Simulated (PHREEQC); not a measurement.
Make-up at 25 °C: 0.02 mol/kgw Cu(NO3)2 and 0.0047 mol/kgw H2SO4. Closed to the air; pH follows from the charge balance.

Computed with PHREEQC (ion-association model, wateq4f.dat).

```yaml
pH: 2.14
ionic_strength: 0.0660 mol/kgw
total_alkalinity: -9.40 meq/kg
```

```json
[
 {"species": "NO3-", "molality": "0.0400", "activity": "0.0314", "log γ": "-0.105"},
 {"species": "Cu+2", "molality": "0.0184", "activity": "0.00826", "log γ": "-0.348"},
 {"species": "H+", "molality": "0.00856", "activity": "0.00721", "log γ": "-0.074"},
 {"species": "SO4-2", "molality": "0.00226", "activity": "0.000962", "log γ": "-0.371"},
 {"species": "CuSO4", "molality": "0.00160", "activity": "0.00162", "log γ": "0.007"},
 {"species": "HSO4-", "molality": "0.000840", "activity": "0.000675", "log γ": "-0.095"},
 {"species": "CuOH+", "molality": "1.43e-8", "activity": "1.14e-8", "log γ": "-0.098"}
]
```

Precipitation was switched off in this run. Species that the database lacks are ignored.
